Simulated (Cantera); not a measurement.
A perfectly stirred reactor is fed with CH4 : O2 : N2 = 0.0061 : 0.0067 : 1 (molar parts), equivalence ratio 1.8, at 6.10 bar; it is held at 1500 K, and followed from long to short residence time.

Cantera simulation using GRI-Mech 3.0 (53 species, 325 reactions); the numbers are that mechanism's predictions, not measurements.

```
quantity                  before     after
----------------------  --------  --------
x(CH4) at τ = 8.60 s    0.000840   0.00144
x(O2) at τ = 8.60 s      3.91e-5  0.000259
x(H2) at τ = 8.60 s      0.00320   0.00212
x(H2O2) at τ = 8.60 s   1.60e-11  1.83e-10
x(N2O) at τ = 8.60 s    3.03e-10   3.21e-9
x(CH4) at τ = 67.0 ms    0.00144   0.00556
x(O2) at τ = 67.0 ms     0.00105   0.00633
x(H2) at τ = 67.0 ms     0.00225  0.000186
x(H2O2) at τ = 67.0 ms  6.98e-10   1.90e-9
x(N2O) at τ = 67.0 ms    1.58e-8   4.77e-9
```

Problem. What was changed between the two runs?
(A) CH4 0.0061 to 0.011 parts
(B) temperature 1500 to 948 K
(C) temperature 1500 to 925 K
(D) temperature 1500 to 1300 K

Solution. D, temperature 1500 to 1300 K
